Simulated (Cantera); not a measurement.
Input: 1 mol Si3N4, 0.095 mol O2, 78 mol N2, 0.93 mol H2O, held at 3.50 Pa.

Cantera equilibrium calculation (NASA polynomials, part measured and part estimated; ideal gas, pure solids and liquids). Candidate condensed phases: H2O, Si, SiO2, Si2N2O, Si3N4; 35 gas species. Mutual solubility and eutectic melting of coexisting phases are not modelled. Rates play no part.

Q: Which condensed phases are stable at each of these points (T (K)): 1050, 1125, 1200, 1275, 1350, 1425, 1500, 1575, 1650, 1725, 1800, 1875, 1950?

A: 
```csv
T (K),condensed phases,Si condensed (%)
1050,Si2N2O(s) + Si3N4(s),100.0
1125,Si2N2O(s) + Si3N4(s),100.0
1200,Si2N2O(s) + Si3N4(s),100.0
1275,Si2N2O(s) + Si3N4(s),100.0
1350,Si2N2O(s) + Si3N4(s),99.6
1425,Si2N2O(s) + Si3N4(s),93.6
1500,Si(s),61.8
1575,Si(s),58.0
1650,Si(s),40.9
1725,gas only,0.0
1800,gas only,0.0
1875,gas only,0.0
1950,gas only,0.0
```

From 1050 K to 1425 K the condensed part is Si2N2O(s) + Si3N4(s). From 1500 K to 1650 K the condensed part is Si(s). From 1725 K to 1950 K nothing is condensed.
